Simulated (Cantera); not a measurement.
An adiabatic, constant-pressure homogeneous reactor starts with 13.9 % CO, 2.22 % H2, 7.22 % CH4, 16.1 % O2, 60.4 % N2, 0.180 % CO2, at 1373 K and 6600 Torr.

Model: GRI-Mech 3.0 (53 species, 325 reactions), integrated in Cantera.

Problem. Predict: time of steepest temperature rise; temperature at 0.200 s; equilibrium temperature; x(CO) at 0.200 s; x(H2) at 0.200 s; x(HCN) at 0.200 s.

Solution. 
| Property | Result |
|---|---|
| time of steepest temperature rise | 0.215 ms |
| temperature at 0.200 s | 2859 K |
| equilibrium temperature | 2859 K |
| x(CO) at 0.200 s | 0.118 (gas-phase equilibrium 0.118) |
| x(H2) at 0.200 s | 0.0236 (gas-phase equilibrium 0.0236) |
| x(HCN) at 0.200 s | 4.39e-8 (gas-phase equilibrium 4.39e-8) |
